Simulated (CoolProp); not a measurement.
A single-stage vapour-compression cycle with hydrogen sulfide: evaporating at 312.15 K (dew point), condensing at 352.15 K (bubble point), superheat 8 K, subcooling 5 K, compressor efficiency 0.8, no pressure losses. Each further row changes one setting.

Model: reference Helmholtz-energy equation of state, Lemmon 2006, in CoolProp. It is a short technical equation, of lower accuracy than the large ones.

| case | cooling COP | pressure ratio | discharge temperature (K) | refrigerating effect (kJ/kg) | volumetric capacity (kJ/m³) |
|---|---|---|---|---|---|
| as stated | ___ | 2.23 | 404.1 | 306 | 13800 |
| evaporating temperature 317.15 K | ___ | 2.00 | 397.5 | 306 | ___ |
| condensing temperature 347.15 K | 5.36 | 2.03 | 393.7 | 320 | ___ |
| subcooling 10 K | 4.72 | 2.23 | 404.1 | 321 | 14500 |
| superheat 18 K | 4.42 | 2.23 | 416.8 | 321 | 13600 |
| compressor efficiency 0.7 | 3.93 | 2.23 | 410.4 | 306 | 13800 |

Problem. Fill in the missing entries.

Solution. 
- as stated, cooling COP: 4.49
- evaporating temperature 317.15 K, cooling COP: 5.30
- evaporating temperature 317.15 K, volumetric capacity (kJ/m³): 15500
- condensing temperature 347.15 K, volumetric capacity (kJ/m³): 14400
